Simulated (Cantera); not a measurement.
## Adiabatic ignition

An adiabatic, constant-pressure homogeneous reactor starts with 4.23 % CH4, 20.1 % O2, 75.7 % N2, at 1575 K and 4280 Torr.

Model: GRI-Mech 3.0 (53 species, 325 reactions), integrated in Cantera.

```tsv
t (s)	T (K)	x CH4	x O2	x O	x CO	x OH	x CH2O
6.00e-6	1575	0.0423	0.201	4.60e-8	8.35e-9	1.06e-7	1.15e-6
1.92e-5	1575	0.0422	0.201	1.88e-7	5.16e-7	4.76e-7	1.89e-5
6.16e-5	1579	0.0410	0.200	1.70e-6	0.000109	4.98e-6	0.000453
0.000197	2415	<1e-12	0.115	0.00138	0.00125	0.00559	1.13e-12
0.000632	2415	<1e-12	0.115	0.00134	0.00118	0.00551	1.05e-12
0.00202	2412	<1e-12	0.114	0.00132	0.00116	0.00546	1.03e-12
0.00648	2405	<1e-12	0.112	0.00126	0.00113	0.00531	<1e-12
0.0208	2394	<1e-12	0.110	0.00117	0.00107	0.00510	<1e-12
0.0665	2390	<1e-12	0.109	0.00114	0.00105	0.00501	<1e-12
0.213	2390	<1e-12	0.109	0.00114	0.00105	0.00501	<1e-12
0.682	2390	<1e-12	0.109	0.00114	0.00105	0.00501	<1e-12
2.19	2390	<1e-12	0.109	0.00114	0.00105	0.00501	<1e-12
7.00	2390	<1e-12	0.109	0.00114	0.00105	0.00501	<1e-12
```
x: mole fraction; the columns are a selection and need not sum to one.

| Quantity | Result |
|---|---|
| time of steepest temperature rise | 0.116 ms |
| temperature at 7.00 s | 2390 K |
| equilibrium temperature | 2390 K |
| x(CH4) at 7.00 s | <1e-12 (gas-phase equilibrium <1e-12) |
| x(O2) at 7.00 s | 0.109 (gas-phase equilibrium 0.109) |
| x(O) at 7.00 s | 0.00114 (gas-phase equilibrium 0.00114) |
